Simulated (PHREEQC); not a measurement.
Dissolve 12 mmol/kgw BaBr2 at 25 °C. Closed to the air; pH follows from the charge balance.

All values are PHREEQC results (ion-association model, phreeqc.dat), not measurements.

```json
{
  "ionic_strength": "0.0360 mol/kgw",
  "specific_conductance": "2800 µS/cm"
}
```

| species | molality | activity | log γ |
|---|---|---|---|
| Br- | 0.0240 | 0.0199 | -0.082 |
| Ba+2 | 0.0120 | 0.00596 | -0.304 |
| H+ | 1.20e-7 | 1.04e-7 | -0.062 |
| OH- | 1.17e-7 | 9.76e-8 | -0.079 |
| BaOH+ | 2.31e-9 | 1.95e-9 | -0.074 |

Precipitation was switched off in this run.
